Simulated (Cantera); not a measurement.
A perfectly stirred reactor is fed with H2 : O2 : N2 = 1.8 : 1 : 16 (molar parts), equivalence ratio 0.90, at 0.109 atm; it is held at 1123 K, and followed from long to short residence time.

Computed with Cantera and the H2/O2 subset of GRI-Mech 3.0, which has no nitrogen chemistry. The temperature is held fixed by assumption; the heat of reaction is taken as removed at once.

x: mole fraction; the columns are a selection and need not sum to one.

```tsv
τ (s)	x H2	x O2	x HO2	x H2O	x O	x H	x OH
8.7	0.000354	0.00573	[?]	0.100	3.20e-5	7.19e-5	0.000120
3.7	0.000606	0.00586	[?]	0.0997	5.62e-5	0.000163	0.000158
1.6	0.00101	0.00607	[?]	0.0992	9.71e-5	0.000356	0.000208
0.70	0.00162	0.00642	[?]	0.0983	0.000165	0.000744	0.000271
0.30	0.00254	0.00699	[?]	0.0968	0.000281	0.00152	0.000353
0.13	0.00381	0.00785	[?]	0.0946	0.000468	0.00292	0.000454
0.057	0.00545	0.00906	[?]	0.0915	0.000761	0.00526	0.000576
0.024	0.00765	0.0108	[?]	0.0868	0.00123	0.00914	0.000730
0.011	0.0101	0.0129	[?]	0.0813	0.00184	0.0141	0.000887
0.0046	0.0136	0.0159	[?]	0.0734	0.00269	0.0211	0.00107
0.0020	0.0183	0.0195	[?]	0.0645	0.00349	0.0278	0.00124
```

**Question.** Complete the blanks.

**Answer.** 
- 8.7, x HO2: 4.71e-7
- 3.7, x HO2: 5.41e-7
- 1.6, x HO2: 6.02e-7
- 0.70, x HO2: 6.65e-7
- 0.30, x HO2: 7.40e-7
- 0.13, x HO2: 8.36e-7
- 0.057, x HO2: 9.60e-7
- 0.024, x HO2: 1.13e-6
- 0.011, x HO2: 1.31e-6
- 0.0046, x HO2: 1.55e-6
- 0.0020, x HO2: 1.79e-6
